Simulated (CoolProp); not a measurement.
Vapour pressure (bar) of n-perfluorohexane: the reference equation beside estimates from Tc = 174.9 °C, pc = 17.42 bar, ω = 0.497.

Model: reference Helmholtz-energy equation of state, Gao 2022, in CoolProp.

| T (°C) | reference | Lee-Kesler | Redlich-Kwong | Soave-Redlich-Kwong | Peng-Robinson |
|---|---|---|---|---|---|
| 45.45 | 0.6701 | 0.6704 | 1.738 | 0.6703 | 0.6743 |
| 50.35 | 0.8007 | 0.8017 | 1.969 | 0.8019 | 0.8045 |
| 55.25 | 0.9505 | 0.9524 | 2.221 | 0.9531 | 0.9540 |
| 60.15 | 1.121 | 1.124 | 2.495 | 1.126 | 1.125 |
| 64.95 | 1.311 | 1.315 | 2.786 | 1.318 | 1.314 |
| 69.85 | 1.529 | 1.535 | 3.107 | 1.540 | 1.533 |
| 74.75 | 1.774 | 1.782 | 3.453 | 1.790 | 1.779 |
| 79.65 | 2.049 | 2.058 | 3.825 | 2.070 | 2.055 |
| 84.55 | 2.355 | 2.367 | 4.224 | 2.383 | 2.363 |
| 89.35 | 2.687 | 2.701 | 4.641 | 2.724 | 2.698 |
| 94.25 | 3.062 | 3.079 | 5.096 | 3.109 | 3.077 |
| 99.15 | 3.475 | 3.496 | 5.580 | 3.535 | 3.496 |
| 104.05 | 3.930 | 3.954 | 6.095 | 4.003 | 3.958 |
| 108.95 | 4.428 | 4.456 | 6.640 | 4.518 | 4.465 |
| 113.75 | 4.962 | 4.994 | 7.206 | 5.069 | 5.009 |

Absolute difference from the reference over all 15 rows, mean and median: Lee-Kesler 0.4 and 0.5 %, Redlich-Kwong 92.5 and 86.7 %, Soave-Redlich-Kwong 1.1 and 1.0 %, Peng-Robinson 0.5 and 0.4 %.
